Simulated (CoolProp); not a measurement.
Saturation properties of R141b (Tc = 477.5 K, pc = 42.12 bar, ω = 0.220).

Model: reference Helmholtz-energy equation of state, Lemmon 2006, in CoolProp. It is a short technical equation, of lower accuracy than the large ones.

| T (K) | p (bar) | vapour Z | surface tension (mN/m) | liquid conductivity (mW/(m K)) |
|---|---|---|---|---|
| 380.7 | ___ | ___ | 8.60 | 69.7 |
| 387.3 | ___ | 0.8280 | ___ | 68.3 |
| 393.8 | 10.47 | ___ | 7.21 | 66.9 |
| 400.4 | 11.91 | 0.7938 | 6.53 | 65.5 |
| 406.9 | 13.47 | ___ | 5.87 | 64.2 |
| 413.5 | 15.20 | 0.7546 | ___ | 62.9 |
| 420 | 17.05 | 0.7330 | 4.58 | 61.7 |
| 426.6 | 19.11 | 0.7092 | 3.96 | 60.5 |

Problem. Fill in the missing entries.

Solution. 
- 380.7, p (bar): 7.987
- 380.7, vapour Z: 0.8436
- 387.3, p (bar): 9.174
- 387.3, surface tension (mN/m): 7.90
- 393.8, vapour Z: 0.8116
- 406.9, vapour Z: 0.7750
- 413.5, surface tension (mN/m): 5.21

It boils at 305.2 K under 1 atm.

Thermal conductivity comes from a separate model (Huber 2003), an estimate that may be off by 10 % or more. Surface tension comes from a separate correlation (Mulero 2012).
